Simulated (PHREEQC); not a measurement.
PHREEQC input (Pitzer model, pitzer.dat):

```
SOLUTION 1
  temp 30
  units mol/kgw
  pH 7 charge
  B 0.00172
  Na 0.38686
  Cl 0.095
  C(4) 0.02
  S(6) 0.16
  K 0.069
END
USE solution 1
INCREMENTAL_REACTIONS false
REACTION 1
  H2O -1
  0 9.886 18.011 24.689 30.178 34.689 38.397 41.444
  43.949 46.007 47.699 49.089 50.232 51.172 51.944 52.578
  53.1 53.528 53.88 54.17 54.408 54.603 54.764 54.896
  55.005 55.094 55.168 55.228 moles
EQUILIBRIUM_PHASES 1
  Arcanite 0 0
  Burkeite 0 0
  Glaserite 0 0
  Halite 0 0
  Kalicinite 0 0
  Mirabilite 0 0
  Misenite 0 0
  Nahcolite 0 0
  Natron 0 0
  Sylvite 0 0
  Thenardite 0 0
  Trona 0 0
  Borax 0 0
  Boric_acid,s 0 0
  KB5O8:4H2O 0 0
  K2B4O7:4H2O 0 0
  NaBO2:4H2O 0 0
  NaB5O8:5H2O 0 0
  Teepleite 0 0
SELECTED_OUTPUT 1
  -reset false
  -pH true
  -pe true
  -ionic_strength true
  -water true
  -activities H2O
  -totals B C Cl K Na S
  -molalities H+ Na+ K+ Cl- CO3-2 SO4-2 B(OH)3 OH- HCO3- CO2
    HSO4- B(OH)4- B3O3(OH)4- B4O5(OH)4-2
  -equilibrium_phases Arcanite Burkeite Glaserite Halite Kalicinite Mirabilite Misenite Nahcolite Natron Sylvite
    Thenardite Trona Borax Boric_acid,s KB5O8:4H2O K2B4O7:4H2O NaBO2:4H2O NaB5O8:5H2O Teepleite
PRINT
  -reset false
END
```

Selected output (columns that matter, 14 of 28 rows; water left (kg) added in front):

```
water left (kg)	pH	mu	B	C	Cl	K	Na	S	la_H2O	Burkeite	Glaserite	Halite	Thenardite	Trona
1	10.672	0.63395	0.00172	0.02	0.095	0.069	0.38686	0.16	-0.004521	0	0	0	0	0
0.675519	10.694	0.93889	0.0025462	0.029607	0.14063	0.10214	0.57269	0.23685	-0.00654	0	0	0	0	0
0.456322	10.706	1.3904	0.0037693	0.043829	0.20819	0.15121	0.84778	0.35063	-0.0094632	0	0	0	0	0
0.308252	10.708	2.0588	0.0055799	0.064882	0.30819	0.22384	1.255	0.51906	-0.013738	0	0	0	0	0
0.208229	10.701	3.0484	0.0082601	0.096048	0.45623	0.33137	1.8579	0.76838	-0.020133	0	0	0	0	0
0.140671	10.693	4.513	0.012227	0.14218	0.67533	0.49051	2.7501	1.1374	-0.030098	0	0	0	0	0
0.0950375	10.694	6.6806	0.018098	0.21044	0.9996	0.72603	4.0706	1.6835	-0.046525	0	0	0	0	0
0.0527728	10.703	10.37	0.032593	0.37898	1.8002	0.86809	6.662	2.4778	-0.08561	0	0.0077295	0	0.013779	0
0.035658	10.659	9.8629	0.048236	0.56088	2.6642	0.87286	6.615	1.8389	-0.097494	0	0.012625	0	0.069179	0
0.0240921	10.601	9.7411	0.071393	0.83015	3.9432	0.9458	6.8985	1.1026	-0.12108	0	0.015405	0	0.10263	0
0.0162918	10.178	9.3874	0.10557	0.57651	5.487	1.1338	7.0051	0.72306	-0.14424	0.010608	0.016843	0.0056068	0.093319	0
0.0110142	10.024	9.4326	0.15616	0.59559	5.4699	1.1359	7.0501	0.72342	-0.1448	0.01344	0.01883	0.034753	0.087493	0
0.00745075	9.8949	9.493	0.23085	0.61813	5.4464	1.1386	7.1071	0.72376	-0.1455	0.015394	0.020172	0.05442	0.083474	0
0.00504091	9.8381	9.5609	0.34121	0.62926	5.421	1.1409	7.1659	0.72252	-0.14619	0.01671	0.021083	0.067673	0.080772	5.8889e-05
```
